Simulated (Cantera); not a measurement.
Charge: 1 mol Zr, 0.02 mol H2O, 4.1 mol H2, 1.9 mol N2O, at 2350 °C and 1 atm.

Equilibrium computed with Cantera from the NASA thermochemical tables; the gas is ideal and each condensed phase is pure. Candidate condensed phases: H2O, Zr, ZrN, ZrO2; 28 gas species. Mutual solubility and eutectic melting of coexisting phases are not modelled. ZrN: taken at fixed stoichiometry. Condensed phases not in the tables: solid solutions among these carbides, nitrides and lower oxides. Kinetics and transport are ignored.

Base state: H2 0.658, N2 0.308, H 0.0339, H2O 0.000610, ZrO 2.17e-5 (mole fractions); condensed: ZrN(s) + ZrO2(s).

What changes in the equilibrium state with this change: temperature from 2350 °C to 2452 °C?


```
species         before     after
------------  --------  --------
H2               0.658     0.644
N2               0.308     0.305
H               0.0339    0.0497
ZrO            2.17e-5   8.27e-5
OH             7.46e-6   1.47e-5
H2O           0.000610  0.000723
ZrN(s), mol     0.0418    0.0420
ZrO2(s), mol     0.958     0.957
```
